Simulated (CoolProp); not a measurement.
Aqueous ethanol as a coolant, at -1 °C, 1 atm.

The numbers come from the Melinder's fits for secondary coolants in CoolProp.

```json
[
 {"mass %": "10.4", "freezing point (°C)": "-4.6", "Prandtl number": "31.5", "density (kg/m³)": "984.6", "conductivity (W/(m K))": "0.499", "viscosity (mPa s)": "3.56"},
 {"mass %": "18.5", "freezing point (°C)": "-9.9", "Prandtl number": "50.6", "density (kg/m³)": "977.3", "conductivity (W/(m K))": "0.455", "viscosity (mPa s)": "5.24"},
 {"mass %": "26.6", "freezing point (°C)": "-16.9", "Prandtl number": "68.6", "density (kg/m³)": "969.5", "conductivity (W/(m K))": "0.413", "viscosity (mPa s)": "6.68"},
 {"mass %": "34.8", "freezing point (°C)": "-24.7", "Prandtl number": "79.8", "density (kg/m³)": "958.7", "conductivity (W/(m K))": "0.375", "viscosity (mPa s)": "7.42"},
 {"mass %": "42.9", "freezing point (°C)": "-32.0", "Prandtl number": "82.6", "density (kg/m³)": "944.7", "conductivity (W/(m K))": "0.340", "viscosity (mPa s)": "7.38"},
 {"mass %": "51", "freezing point (°C)": "-38.3", "Prandtl number": "79.4", "density (kg/m³)": "928.0", "conductivity (W/(m K))": "0.308", "viscosity (mPa s)": "6.80"},
 {"mass %": "59.1", "freezing point (°C)": "-44.2", "Prandtl number": "71.3", "density (kg/m³)": "910.1", "conductivity (W/(m K))": "0.279", "viscosity (mPa s)": "5.94"}
]
```
